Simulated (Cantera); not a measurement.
Charge: 1 mol MgSO4, 0.52 mol H2, 5.2 mol H2O, at 1748 K and 16.0 mbar.

These are equilibrium values from Cantera (NASA tables, ideal gas, pure condensed phases), not measurements of a reactor. Candidate condensed phases: H2O, H2SO4, Mg, MgO, Mg(OH)2, MgS, MgSO4, S; 26 gas species. Kinetics and transport are ignored.

What is the equilibrium state?


| Item | Result |
|---|---|
| x(H2O) | 0.818 |
| x(SO2) | 0.143 |
| x(O2) | 0.0343 |
| x(OH) | 0.00255 |
| x(H2) | 0.00114 |
| x(O) | 0.000107 |
| x(SO) | 6.65e-5 |
| x(H) | 6.10e-5 |
| x(SO3) | 4.26e-5 |
| n(MgO(s)) | 1.000 mol |
| gas amount | 6.969 mol |
| log10 activity of S(l) (absent) | -7.80 |
| log10 activity of Mg(l) (absent) | -10.53 |
